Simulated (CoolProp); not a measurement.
Vapour-liquid equilibrium of R22 (1) + R11 (2) at 341.6 K; x and y are mole fractions of (1).

The numbers come from the multi-fluid Helmholtz-energy mixture model, Kamei 1995 and Jacobsen 1992; pair parameters Bell 2016 in CoolProp.

| x | bubble pressure (MPa) | y at the bubble point | dew pressure at overall composition x (MPa) | liquid density (mol/L) |
|---|---|---|---|---|
| 0.05 | 0.5458 | 0.290 | 0.4124 | 10.04 |
| 0.2 | 0.9574 | 0.617 | 0.4873 | 10.32 |
| 0.35 | 1.316 | 0.744 | 0.5938 | 10.59 |
| 0.5 | 1.650 | 0.819 | 0.7567 | 10.84 |
| 0.65 | 1.982 | 0.876 | 1.032 | 11.07 |
| 0.8 | 2.340 | 0.927 | 1.556 | 11.25 |
| 0.95 | 2.749 | 0.980 | 2.512 | 11.34 |

No azeotrope shows between x = 0.05 and 0.95.

The pair parameters rest on a limited set of measurements; away from them the model extrapolates. The gap from Raoult's law changes sign with composition, which may be real or a fault of the pair parameters; it wasn't checked against measurements.
